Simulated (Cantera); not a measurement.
Cantera run, input and output.

```python
import numpy as np
import cantera as ct

gas = ct.Solution("gri30.yaml")
gas.TPX = 523, 120000, {'CO': 1, 'H2': 0.5, 'O2': 1.03, 'N2': 3.86}
inlet = ct.Reservoir(gas, clone=True)
gas.equilibrate("HP")  # start burning
reactor = ct.IdealGasConstPressureReactor(gas, energy="on", clone=False)
exhaust = ct.Reservoir(gas, clone=True)
tau = [0.37, 0.16, 0.066, 0.028, 0.012, 0.005, 0.0021, 0.00089, 0.00038, 0.00016, 6.7e-05][0]
for a, b in ((inlet, reactor), (reactor, exhaust)):
    ct.MassFlowController(a, b, mdot=lambda t: reactor.mass / tau)
net = ct.ReactorNet([reactor])
show = ['CO', 'H2', 'O2', 'NO', 'O', 'H2O']

rows = []
print(f"{'tau/s':>10s}{'T/K':>9s}" + "".join(f"{s:>11s}" for s in show))
for tau in [0.37, 0.16, 0.066, 0.028, 0.012, 0.005, 0.0021, 0.00089, 0.00038, 0.00016, 6.7e-05]:
    net.initial_time = 0.0
    net.advance(30 * tau)
    before = gas.X
    net.advance(40 * tau)
    drift = np.max(np.abs(gas.X - before) / (gas.X + 1e-9))
    rows.append([gas.T, *gas[show].X, drift])
    print(f"{tau:10.3e}{gas.T:9.1f}" + "".join(f"{x:11.3e}" for x in gas[show].X))
```

Result:

```
     tau/s      T/K         CO         H2         O2         NO          O        H2O
 3.700e-01   2271.7  7.213e-03  6.587e-04  4.921e-02  5.299e-03  9.037e-04  8.531e-02
 1.600e-01   2270.1  7.619e-03  6.950e-04  4.990e-02  4.210e-03  9.652e-04  8.517e-02
 6.600e-02   2264.1  8.566e-03  7.815e-04  5.096e-02  2.810e-03  1.105e-03  8.487e-02
 2.800e-02   2248.0  1.051e-02  9.655e-04  5.230e-02  1.653e-03  1.398e-03  8.426e-02
 1.200e-02   2214.4  1.413e-02  1.326e-03  5.411e-02  8.945e-04  1.993e-03  8.315e-02
 5.000e-03   2156.0  1.997e-02  1.956e-03  5.669e-02  4.282e-04  3.114e-03  8.132e-02
 2.100e-03   2074.7  2.742e-02  2.850e-03  5.985e-02  1.916e-04  4.867e-03  7.882e-02
 8.900e-04   1972.6  3.578e-02  3.964e-03  6.342e-02  9.699e-05  7.282e-03  7.568e-02
 3.800e-04   1849.7  4.487e-02  5.207e-03  6.751e-02  6.416e-05  1.020e-02  7.198e-02
 1.600e-04   1696.9  5.670e-02  6.468e-03  7.346e-02  4.418e-05  1.295e-02  6.798e-02
 6.700e-05   1479.7  8.220e-02  8.283e-03  8.785e-02  1.766e-05  1.228e-02  6.497e-02
```

Cantera simulation using GRI-Mech 3.0 (53 species, 325 reactions); the numbers are that mechanism's predictions, not measurements.
